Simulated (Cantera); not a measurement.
**Equilibrium for nitride etching: Si3N4 + Cl2 + H2**

Input: 1 mol Si3N4, 1.4 mol Cl2, 69 mol H2, at 37.0 mbar.

Cantera equilibrium calculation (NASA polynomials, part measured and part estimated; ideal gas, pure solids and liquids). Candidate condensed phases: NH4Cl, Si, Si3N4; 28 gas species. Mutual solubility and eutectic melting of coexisting phases are not modelled. The tables' values for SiCl, SiCl3 are old estimates; treat these amounts as uncertain. Gases not in the tables: Si2H6 and higher silanes. Rates play no part.

```tsv
T (°C)	x H2	x HCl	x N2	x H	x SiCl2	n Si3N4(s)	n Si(s)	n Si(l)
875	0.960	0.0393	0.000108	3.65e-7	4.23e-5	0.996	0	0
975	0.960	0.0390	0.000221	2.38e-6	0.000237	0.992	0	0
1075	0.961	0.0380	0.000571	1.18e-5	0.000780	0.980	0	0
1175	0.961	0.0356	0.00134	4.70e-5	0.00194	0.953	0	0
1275	0.961	0.0323	0.00320	0.000157	0.00361	0.887	0.0799	0
1375	0.946	0.0315	0.0180	0.000450	0.00372	0.353	1.67	0
1475	0.936	0.0315	0.0276	0.00115	0.00353	0	0	2.74
1575	0.934	0.0321	0.0276	0.00266	0.00319	0	0	2.74
1675	0.930	0.0324	0.0275	0.00567	0.00288	0	0	2.72
```
x: gas mole fraction; n: condensed amount in mol.

From 875 °C to 1175 °C the condensed part is Si3N4(s). From 1275 °C to 1375 °C the condensed part is Si(s) + Si3N4(s). From 1475 °C to 1675 °C the condensed part is Si(l). The main Si-bearing gas is SiCl4 at 875 °C and SiCl2 at 1675 °C. The share of Si in condensed phases is highest at 875 °C (99.6 %) and lowest at 1675 °C (90.6 %).
